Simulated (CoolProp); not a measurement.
Vapour-liquid equilibrium of propylene (1) + acetone (2) at 0.119 MPa; x and y are mole fractions of (1).

Computed with CoolProp (multi-fluid Helmholtz-energy mixture model, Lemmon 2013 and Lemmon 2006; pair parameters Bell 2016).

Give the bubble temperature and the first vapour's composition at x = 0.2, 0.35, 0.65. Is there an azeotrope?

x = 0.2: 245.0 K, y = 0.987; x = 0.35: 235.8 K, y = 0.994; x = 0.65: 233.1 K, y = 0.995. No azeotrope shows between x = 0.05 and 0.95.

The pair parameters rest on a limited set of measurements; away from them the model extrapolates. With so large a gap from Raoult's law the liquid may split in two, which this calculation doesn't test in full.
